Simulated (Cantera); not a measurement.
Feed: 1 mol SiCl4, 1.2 mol H2, equilibrated at 1125 K and 0.140 bar.

Method: chemical equilibrium by Gibbs-energy minimisation in Cantera with the NASA 1993 tables (ideal gas, pure condensed phases). Candidate condensed phases: Si; 19 gas species. The tables' values for SiCl3 are old estimates; treat these amounts as uncertain. Kinetics and transport are ignored.

Base state: H2 0.480, SiCl4 0.385, HCl 0.0702, SiHCl3 0.0457, SiCl3 0.0128, SiCl2 0.00521, SiH2Cl2 0.000667 (mole fractions); condensed: gas only.

Question: What changes in the equilibrium state with this change: 1 mol HCl added?

Answer: 
| species | before | after |
|---|---|---|
| H2 | 0.480 | 0.367 |
| HCl | 0.0702 | 0.320 |
| SiCl4 | 0.385 | 0.304 |
| SiHCl3 | 0.0457 | 0.00605 |
| SiCl3 | 0.0128 | 0.00193 |
| SiH2Cl2 | 0.000667 | 1.48e-5 |
| SiCl2 | 0.00521 | 0.000151 |
